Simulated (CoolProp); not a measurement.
A single-stage vapour-compression cycle with R21: evaporating at 246.15 K (dew point), condensing at 298.15 K (bubble point), superheat 0 K, subcooling 8 K, compressor efficiency 0.8, no pressure losses. Each further row changes one setting.

Values from CoolProp's reference Helmholtz-energy equation of state, Platzer 1990. This equation is an older, rougher fit; its heat capacities, sound speeds and derivatives of the liquid may be far off and weren't checked against measurements.

| case | cooling COP | pressure ratio | discharge temperature (K) | refrigerating effect (kJ/kg) | volumetric capacity (kJ/m³) |
|---|---|---|---|---|---|
| as stated | 3.35 | 9.18 | 356.3 | 213 | 215 |
| evaporating temperature 251.15 K | … | 7.08 | 348.7 | 216 | 277 |
| condensing temperature 293.15 K | 3.77 | 7.71 | 347.0 | 218 | 221 |
| subcooling 13 K | … | 9.18 | 356.3 | 218 | 221 |
| superheat 10 K | 3.31 | 9.18 | … | 219 | … |
| compressor efficiency 0.7 | 2.93 | 9.18 | 369.8 | 213 | 215 |

### Question
What belongs in the gaps?

### Answer

- evaporating temperature 251.15 K, cooling COP: 3.85
- subcooling 13 K, cooling COP: 3.43
- superheat 10 K, discharge temperature (K): 368.3
- superheat 10 K, volumetric capacity (kJ/m³): 212
